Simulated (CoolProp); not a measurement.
A single-stage vapour-compression cycle with sulfur hexafluoride: evaporating at 254.15 K (dew point), condensing at 289.15 K (bubble point), superheat 10 K, subcooling 5 K, compressor efficiency 0.9, no pressure losses. Each further row changes one setting.

Values from CoolProp's reference Helmholtz-energy equation of state, Guder 2009.

```tsv
case	cooling COP	pressure ratio	discharge temperature (K)	refrigerating effect (kJ/kg)	volumetric capacity (kJ/m³)
as stated	5.16	2.67	299.9	72.5	3960
evaporating temperature 259.15 K	6.33	2.28	299.7	74.6	4760
condensing temperature 284.15 K	6.33	?	?	77.8	4250
subcooling 10 K	5.54	2.67	299.9	?	4250
superheat 20 K	5.29	2.67	309.0	?	?
compressor efficiency 0.8	4.58	2.67	301.9	72.5	3960
```

Problem. What belongs in the gaps?

Solution. 
- condensing temperature 284.15 K, pressure ratio: 2.36
- condensing temperature 284.15 K, discharge temperature (K): 294.8
- subcooling 10 K, refrigerating effect (kJ/kg): 77.9
- superheat 20 K, refrigerating effect (kJ/kg): 79.3
- superheat 20 K, volumetric capacity (kJ/m³): 4090
